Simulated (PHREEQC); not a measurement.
Make-up at 25 °C: 0.14 mol ZnSO4, 0.00052 mol FeCl3 and 0.0005 mol NaCl per kg of water. Closed to the air; pH follows from the charge balance.

Computed with PHREEQC (ion-association model, phreeqc.dat).

```
Quantity                  Value
----------------  -------------
pH                         3.85
ionic strength    0.278 mol/kgw
density             1.020 g/cm³
total alkalinity   -1.04 meq/kg
```

| species | molality | activity | log γ |
|---|---|---|---|
| Zn+2 | 0.0691 | 0.0183 | -0.576 |
| ZnSO4 | 0.0514 | 0.0548 | 0.028 |
| SO4-2 | 0.0493 | 0.0127 | -0.587 |
| Zn(SO4)2-2 | 0.0194 | 0.00567 | -0.534 |
| Cl- | 0.00196 | 0.00136 | -0.160 |
| Na+ | 0.000470 | 0.000344 | -0.135 |
| HSO4- | 0.000240 | 0.000177 | -0.134 |
| H+ | 0.000182 | 0.000143 | -0.105 |
| FeSO4+ | 0.000172 | 0.000123 | -0.144 |
| FeOH+2 | 0.000150 | 3.98e-5 | -0.576 |
| Fe(OH)2+ | 0.000127 | 9.20e-5 | -0.139 |
| ZnCl+ | 9.66e-5 | 6.70e-5 | -0.159 |
| Fe(SO4)2- | 4.67e-5 | 3.43e-5 | -0.134 |

No solid was allowed to form. Examples of supersaturated solids here: Fe(OH)3(a), Hematite (slow to form). Others may be too.
